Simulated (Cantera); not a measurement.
Feed: 1 mol Zr, 41 mol N2, 160 mol H2, held at 1225 °C and 3.40 mbar.

Equilibrium computed with Cantera from the NASA thermochemical tables; the gas is ideal and each condensed phase is pure. Candidate condensed phases: Zr, ZrN; 11 gas species. ZrN: taken at fixed stoichiometry. Rates play no part.

Base state: H2 0.798, N2 0.202, H 0.000264 (mole fractions); condensed: ZrN(s).

### Question
What changes in the equilibrium state with this change: temperature from 1225 °C to 1777 °C?

### Answer
| species | before | after |
|---|---|---|
| H2 | 0.798 | 0.767 |
| N2 | 0.202 | 0.199 |
| H | 0.000264 | 0.0341 |
| ZrN(s), mol | 1.00 | 1.00 |
